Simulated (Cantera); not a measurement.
An isothermal, constant-pressure homogeneous reactor starts with H2 : O2 : N2 : H2O = 1.6 : 1 : 2.5 : 0.018 (molar parts), at 1150 K and 0.960 bar.

Model: the H2/O2 subset of GRI-Mech 3.0, which has no nitrogen chemistry, integrated in Cantera. The temperature is held fixed by assumption; the heat of reaction is taken as removed at once.

One state of this run: x H2 = 9.10e-9; x O2 = 0.0463; x H2O = 0.375; x OH = 1.84e-6; x H = 6.59e-12; x O = 1.59e-9; x HO2 = 4.80e-9. x: mole fraction; the columns are a selection and need not sum to one.

Question: Which value of t (s) does it belong to?
A. 0.0405
B. 0.00115
C. 0.434
D. 15.3

Answer: C, 0.434
